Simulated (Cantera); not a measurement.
A perfectly stirred reactor is fed with CH3OH : O2 : N2 = 1 : 1.36 : 5.13 (molar parts), equivalence ratio 1.1, at 1.20 bar; it is adiabatic with a 573 K inlet, and is followed from long to short residence time, starting on the burning branch (τ in s: 0.051, 0.021, 0.0087, 0.0036, 0.0015, 0.00061, 0.00025, 0.0001, 4.2e-05, 1.7e-05).

Model: GRI-Mech 3.0 (53 species, 325 reactions), integrated in Cantera. GRI-Mech 3.0 was tuned for natural gas; its chemistry of methanol as a main component is partial and can be far from experiment.

Question: Predict: blow-out, bracketed by the residence times tried; x(CH3OH) at τ = 51.0 ms; x(O2) at τ = 51.0 ms; x(CH4) at τ = 51.0 ms; x(H2O2) at τ = 51.0 ms; x(CH3OH) at τ = 0.610 ms; x(O2) at τ = 0.610 ms; x(CH4) at τ = 0.610 ms; x(C2H2) at τ = 0.610 ms; x(H2O2) at τ = 0.610 ms.

Answer: 
```
Property                                                                       Value
------------------------------------------------  ----------------------------------
blow-out, bracketed by the residence times tried  burning at 42.0 µs, out at 17.0 µs
x(CH3OH) at τ = 51.0 ms                                                      1.03e-6
x(O2) at τ = 51.0 ms                                                         0.00331
x(CH4) at τ = 51.0 ms                                                        1.66e-7
x(H2O2) at τ = 51.0 ms                                                       7.95e-8
x(CH3OH) at τ = 0.610 ms                                                     3.03e-5
x(O2) at τ = 0.610 ms                                                         0.0137
x(CH4) at τ = 0.610 ms                                                       1.85e-6
x(C2H2) at τ = 0.610 ms                                                      3.96e-9
x(H2O2) at τ = 0.610 ms                                                      2.84e-7
```
